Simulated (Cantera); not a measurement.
Feed: 1 mol HMDSO, 12 mol N₂O, 0.22 mol H₂, held at 1573.15 K and 13.3 mbar.

Cantera equilibrium calculation (NASA polynomials, part measured and part estimated; ideal gas, pure solids and liquids). Candidate condensed phases: C, C₆H₆, C₇H₈, C₈H₁₈, H₂O, Si, SiC, SiO₂, Si₂N₂O, Si₃N₄; 151 gas species. The feed counts by its element totals alone. The tables hold silica as quartz up to 1696 K and as liquid above; real silica turns to tridymite and cristobalite and melts near 1996 K. Equilibrium is a limit: real reactors are often held back by kinetics, nucleation or transport.

Base state: N₂ 0.441, H₂ 0.252, CO 0.197, H₂O 0.0868, CO₂ 0.0234, H 0.000177 (mole fractions); condensed: SiO₂(β-quartz).

What changes in the equilibrium state with this change: N₂O from 12 to 20 mol?


```tsv
species	before	after
N₂	0.441	0.568
H₂O	0.0868	0.211
CO₂	0.0234	0.101
H₂	0.252	0.0503
CO	0.197	0.0695
OH	2.20e-6	1.20e-5
H	0.000177	7.91e-5
SiO₂(β-quartz), mol	2.00	2.00
```
